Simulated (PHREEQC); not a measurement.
**Brine (model solution)**

Dissolve 2.1 mol MgSO4, 0.033 mol Na2B4O7 and 0.075 mol KBr per kg of water at 15 °C. Closed to the air; pH follows from the charge balance.

The numbers come from PHREEQC with the Pitzer model, pitzer.dat.

Precipitation was switched off in this run.

Question: What pH does the model give?

Answer: pH 7.62.

Question: In which forms is B present?

Answer: B(OH)3 44 %, MgB(OH)4+ 33 %, B(OH)4- 13 %, B3O3(OH)4- 5.7 %, B4O5(OH)4-2 5.0 % of the B.

Species that the database lacks are ignored. In brines, pH and single-ion activities rest on the MacInnes convention.
